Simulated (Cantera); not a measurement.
Input: 1 mol CaCO3, 0.017 mol O2, at 0.00240 bar.

These are equilibrium values from Cantera (NASA tables, ideal gas, pure condensed phases), not measurements of a reactor. Candidate condensed phases: C, Ca, CaCO3, CaO; 15 gas species. The numbers say what is thermodynamically allowed, not how fast it happens.

x: gas mole fraction; n: condensed amount in mol.

```csv
T (°C),x O2,x CO2,x CO,x O,x Ca,x CaO,n CaCO3(calcite),n CaO(s)
350,1.000,7.64e-5,<1e-12,<1e-12,<1e-12,<1e-12,1.000,0
550,0.732,0.268,<1e-12,…,<1e-12,<1e-12,0.994,0.00622
750,0.0167,0.983,2.03e-8,…,<1e-12,<1e-12,0,1.00
950,0.0167,0.983,4.61e-6,…,<1e-12,<1e-12,0,1.00
1150,0.0168,0.983,0.000224,…,<1e-12,<1e-12,0,1.00
1350,0.0186,0.977,0.00393,…,3.23e-11,4.04e-11,0,1.00
1550,0.0305,0.940,0.0286,…,1.57e-8,8.46e-9,0,1.00
1750,0.0661,0.825,0.105,…,1.82e-6,6.06e-7,0,1.000
```

**Question.** What belongs in the gaps?

**Answer.** 
- 550, x O: 4.02e-12
- 750, x O: 8.22e-10
- 950, x O: 1.07e-7
- 1150, x O: 3.57e-6
- 1350, x O: 5.30e-5
- 1550, x O: 0.000538
- 1750, x O: 0.00418
